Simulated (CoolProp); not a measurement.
A simple Rankine cycle with R245fa: condensing at 317.15 K, boiler at 2.53 MPa, turbine inlet 412.1 K, turbine efficiency 0.8, pump efficiency 0.6, no recuperator. Each further row changes one setting.

Model: reference Helmholtz-energy equation of state, Akasaka 2015, in CoolProp.

```json
[
 {"case": "as stated", "thermal efficiency (%)": "12.6", "net work (kJ/kg)": "___", "heat in (kJ/kg)": "237", "turbine exit temperature (K)": "___", "volume ratio over the turbine": "11.3"},
 {"case": "turbine inlet 432.1 K", "thermal efficiency (%)": "12.7", "net work (kJ/kg)": "34.0", "heat in (kJ/kg)": "268", "turbine exit temperature (K)": "371.9", "volume ratio over the turbine": "___"},
 {"case": "condensing temperature 309.15 K", "thermal efficiency (%)": "13.6", "net work (kJ/kg)": "33.8", "heat in (kJ/kg)": "248", "turbine exit temperature (K)": "339.9", "volume ratio over the turbine": "14.6"},
 {"case": "boiler pressure 1.77 MPa", "thermal efficiency (%)": "11.2", "net work (kJ/kg)": "28.5", "heat in (kJ/kg)": "255", "turbine exit temperature (K)": "364.4", "volume ratio over the turbine": "___"},
 {"case": "turbine efficiency 0.7", "thermal efficiency (%)": "10.8", "net work (kJ/kg)": "25.7", "heat in (kJ/kg)": "237", "turbine exit temperature (K)": "349.4", "volume ratio over the turbine": "11.4"}
]
```

Question: Fill in the missing entries.

Answer: 
- as stated, net work (kJ/kg): 29.8
- as stated, turbine exit temperature (K): 345.3
- turbine inlet 432.1 K, volume ratio over the turbine: 10.1
- boiler pressure 1.77 MPa, volume ratio over the turbine: 6.73
